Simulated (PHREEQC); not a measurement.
Consider water at 25 °C with 0.44 mol H2SO4, 0.14 mol ZnCl2 and 0.028 mol (CH3)4NCl per kg of water. Closed to the air; pH follows from the charge balance.

Computed with PHREEQC (ion-association model, phreeqc.dat).

This is a speciation only: nothing precipitates in the calculation.

**Question.** Order these Cl species by the share of Cl that they hold, largest first: Cl-, ZnCl2, ZnCl4-2, ZnCl3-, ZnCl+.

**Answer.** Cl- (94 %), ZnCl+ (4.3 %), ZnCl2 (0.80 %), ZnCl3- (0.48 %), ZnCl4-2 (0.20 %)

**Question.** Order these S species by the share of S that they hold, largest first: ZnSO4, SO4-2, HSO4-, Zn(SO4)2-2.

**Answer.** HSO4- (82 %), SO4-2 (10 %), ZnSO4 (5.4 %), Zn(SO4)2-2 (2.2 %)

The pH is 0.41 and the ionic strength 0.900 mol/kgw. The ionic strength is past about 0.7 mol/kgw, beyond the range of this activity model, so the values are rough. Complexes and solids missing from the database can't appear. (CH3)4N+ isn't in the database: it is added as a free cation with an ion size of 4 Å.
